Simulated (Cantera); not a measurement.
A Cantera script and what it prints.

```python
import numpy as np
import cantera as ct

gas_names = [...]  # 83 gases of nasa_gas.yaml made of C, H, S
cond_names = """
    C(gr) C6H6(L) C7H8(L) C8H18(L),n-octa S(cr1) S(cr2) S(L)
""".split()


# ... load() reads the species with a 1 bar reference pressure and builds the phases ...
atoms = {
    'CS2': {'C': 1, 'S': 2},
    'H2': {'H': 2},
}
top_T = {'C(gr)': 4500}  # K; cautious upper limits of use, not melting points


# ... equilibrate(T, P, feed) seeds the gas with the atoms and calls Mixture.equilibrate('TP', solver="vcs", rtol=1e-11, max_steps=5000) ...
results = []
feed = {'CS2': 1, 'H2': 0.072}  # mol
T = 1098  # K
P = 22  # Pa
mix = equilibrate(T, P, feed)
results.append((T, P, feed, dict(zip(mix.species_names, mix.species_moles))))
print(gas.report(threshold=0.001))
for i in range(1, mix.n_phases):
    print(f"{mix.phase(i).name:16s} {mix.phase_moles(i):12.5e} mol")
```

Output:

```
       temperature   1098 K
          pressure   22 Pa
           density   0.00016907 kg/m^3
  mean mol. weight   70.16 kg/kmol
   phase of matter   gas

                          1 kg             1 kmol
                     ---------------   ---------------
          enthalpy        2.1544e+06        1.5115e+08  J
   internal energy        2.0243e+06        1.4202e+08  J
           entropy            5289.9        3.7114e+05  J/K
    Gibbs function        -3.654e+06       -2.5636e+08  J
 heat capacity c_p            790.86             55486  J/K
 heat capacity c_v            672.35             47172  J/K

                      mass frac. Y      mole frac. X     chem. pot. / RT
                     ---------------   ---------------   ---------------
               CS2           0.88459           0.81521           -28.019
                H2         0.0015381          0.053526           -29.093
               H2S         0.0068163          0.014034           -42.272
                S2           0.10694           0.11702           -26.359
     [  +79 minor]        0.00011197        0.00021515

C(gr)             1.32082e-01 mol
S(L)              0.00000e+00 mol
```

These are equilibrium values from Cantera (NASA tables, ideal gas, pure condensed phases), not measurements of a reactor. Gases not in the tables: S3 to S7.
